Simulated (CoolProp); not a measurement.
Vapour pressure (MPa) of toluene: the reference equation beside estimates from Tc = 591.7 K, pc = 4.126 MPa, ω = 0.266. Clausius-Clapeyron is anchored at 385.4 K with a constant enthalpy of vaporisation of 33.13 kJ/mol.

Model: reference Helmholtz-energy equation of state, Lemmon 2006, in CoolProp. It is a short technical equation, of lower accuracy than the large ones.

| T (K) | reference | Lee-Kesler | Clausius-Clapeyron | van der Waals | Soave-Redlich-Kwong |
|---|---|---|---|---|---|
| 326.9 | 0.01439 | 0.01375 | 0.01669 | 0.2187 | 0.01399 |
| 341.5 | 0.02557 | 0.02465 | 0.02810 | 0.2853 | 0.02497 |
| 356.1 | 0.04299 | 0.04182 | 0.04534 | 0.3646 | 0.04217 |
| 370.8 | 0.06910 | 0.06779 | 0.07066 | 0.4585 | 0.06811 |
| 385.4 | 0.1062 | 0.1049 | 0.1062 | 0.5666 | 0.1051 |
| 400 | 0.1573 | 0.1565 | 0.1549 | 0.6904 | 0.1565 |
| 414.6 | 0.2258 | 0.2258 | 0.2199 | 0.8310 | 0.2257 |
| 429.2 | 0.3152 | 0.3166 | 0.3050 | 0.9890 | 0.3164 |
| 443.9 | 0.4302 | 0.4333 | 0.4148 | 1.167 | 0.4336 |
| 458.5 | 0.5732 | 0.5786 | 0.5520 | 1.362 | 0.5800 |
| 473.1 | 0.7495 | 0.7572 | 0.7219 | 1.577 | 0.7607 |

Absolute difference from the reference over all 11 rows, mean and median: Lee-Kesler 1.6 and 1.0 %, Clausius-Clapeyron 4.7 and 3.6 %, van der Waals 492.8 and 338.9 %, Soave-Redlich-Kwong 1.3 and 1.2 %.
